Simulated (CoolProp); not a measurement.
Properties of sulfur hexafluoride along the isotherm 625 K (Tc = 318.7 K, pc = 3.755 MPa, ω = 0.210).

The numbers come from the reference Helmholtz-energy equation of state, Guder 2009 in CoolProp.

```json
[
 {"p (MPa)": "3.75", "phase": "gas", "density (kg/m³)": "106.6", "speed of sound (m/s)": "194.3", "Joule-Thomson coefficient (K/MPa)": "1.299", "conductivity (mW/(m K))": "40.3", "Prandtl number": "0.709", "fugacity coefficient": "0.9864"},
 {"p (MPa)": "7.51", "phase": "supercritical", "density (kg/m³)": "213.8", "speed of sound (m/s)": "197.0", "Joule-Thomson coefficient (K/MPa)": "1.167", "conductivity (mW/(m K))": "(withheld)", "Prandtl number": "0.707", "fugacity coefficient": "0.9777"},
 {"p (MPa)": "11.3", "phase": "supercritical", "density (kg/m³)": "319.1", "speed of sound (m/s)": "(withheld)", "Joule-Thomson coefficient (K/MPa)": "1.008", "conductivity (mW/(m K))": "47.1", "Prandtl number": "0.726", "fugacity coefficient": "0.9737"},
 {"p (MPa)": "15", "phase": "supercritical", "density (kg/m³)": "416.5", "speed of sound (m/s)": "210.8", "Joule-Thomson coefficient (K/MPa)": "0.8428", "conductivity (mW/(m K))": "50.4", "Prandtl number": "(withheld)", "fugacity coefficient": "0.9744"},
 {"p (MPa)": "18.8", "phase": "supercritical", "density (kg/m³)": "509.0", "speed of sound (m/s)": "221.4", "Joule-Thomson coefficient (K/MPa)": "0.6786", "conductivity (mW/(m K))": "(withheld)", "Prandtl number": "0.777", "fugacity coefficient": "(withheld)"},
 {"p (MPa)": "22.5", "phase": "supercritical", "density (kg/m³)": "591.0", "speed of sound (m/s)": "233.4", "Joule-Thomson coefficient (K/MPa)": "0.5337", "conductivity (mW/(m K))": "57.7", "Prandtl number": "0.803", "fugacity coefficient": "0.9891"},
 {"p (MPa)": "26.3", "phase": "supercritical", "density (kg/m³)": "667.0", "speed of sound (m/s)": "(withheld)", "Joule-Thomson coefficient (K/MPa)": "0.4043", "conductivity (mW/(m K))": "61.5", "Prandtl number": "0.830", "fugacity coefficient": "1.003"},
 {"p (MPa)": "30", "phase": "supercritical", "density (kg/m³)": "733.4", "speed of sound (m/s)": "260.9", "Joule-Thomson coefficient (K/MPa)": "0.2974", "conductivity (mW/(m K))": "65.0", "Prandtl number": "0.858", "fugacity coefficient": "1.020"},
 {"p (MPa)": "33.8", "phase": "supercritical", "density (kg/m³)": "794.6", "speed of sound (m/s)": "275.6", "Joule-Thomson coefficient (K/MPa)": "0.2055", "conductivity (mW/(m K))": "(withheld)", "Prandtl number": "0.887", "fugacity coefficient": "1.041"},
 {"p (MPa)": "37.5", "phase": "supercritical", "density (kg/m³)": "848.3", "speed of sound (m/s)": "290.2", "Joule-Thomson coefficient (K/MPa)": "0.1311", "conductivity (mW/(m K))": "71.6", "Prandtl number": "0.917", "fugacity coefficient": "1.065"}
]
```

Task: Some entries are withheld; supply them.

Result: 
- 7.51, conductivity (mW/(m K)): 43.9
- 11.3, speed of sound (m/s): 202.7
- 15, Prandtl number: 0.750
- 18.8, conductivity (mW/(m K)): 54.0
- 18.8, fugacity coefficient: 0.9798
- 26.3, speed of sound (m/s): 246.9
- 33.8, conductivity (mW/(m K)): 68.5

Viscosity comes from a separate model (Quiñones-Cisneros 2012). Thermal conductivity comes from a separate model (Assael 2012).
